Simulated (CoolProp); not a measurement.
n-pentane at 446.47 K and 0.599 MPa flows at 5.4 m/s in a round tube of 6 mm bore and 45 µm roughness, fully developed (64/Re and Nu = 3.66 if laminar; Colebrook and Gnielinski if turbulent). Each further row changes one setting.

Computed with CoolProp (reference Helmholtz-energy equation of state, Thol 2019).

```
case               Reynolds number  Darcy friction factor  pressure drop (Pa/m)  heat-transfer coefficient (W/(m² K))  mass flow (kg/h)
-----------------  ---------------  ---------------------  --------------------  ------------------------------------  ----------------
as stated                    41800                      …                     …                                   868                 …
velocity 10.8 m/s            83700                 0.0353                     …                                  1710                 …
diameter 12 mm               83700                 0.0292                     …                                   696              27.7
```

**Question.** What belongs in the gaps?

**Answer.** 
- as stated, Darcy friction factor: 0.0361
- as stated, pressure drop (Pa/m): 1110
- as stated, mass flow (kg/h): 6.93
- velocity 10.8 m/s, pressure drop (Pa/m): 4330
- velocity 10.8 m/s, mass flow (kg/h): 13.9
- diameter 12 mm, pressure drop (Pa/m): 448

Viscosity comes from a separate model (Quiñones-Cisneros 2006), older than the equation that it now runs on, and unchecked against measurements. Thermal conductivity comes from a separate model (Vassiliou 2015).
